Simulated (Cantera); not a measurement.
Pb + CO2 + H2 (metals in furnace atmospheres)

Input: 1 mol Pb, 8.5 mol CO2, 22 mol H2, held at 923.15 K and 0.133 bar.

Method: chemical equilibrium by Gibbs-energy minimisation in Cantera with the NASA 1993 tables (ideal gas, pure condensed phases). Candidate condensed phases: C, C6H6, C7H8, C8H18, H2O, Pb, PbO, PbO2, Pb3O4; 113 gas species. Equilibrium is a limit: real reactors are often held back by kinetics, nucleation or transport.

- x(H2): 0.549
- x(H2O): 0.172
- x(CO): 0.170
- x(CO2): 0.108
- x(CH4): 0.00104
- x(Pb): 1.91e-5
- n(Pb(l)): 0.999 mol
- gas amount: 30.44 mol
- log10 activity of C(graphite) (absent): -0.95
- log10 activity of PbO2(s) (absent): -18.01
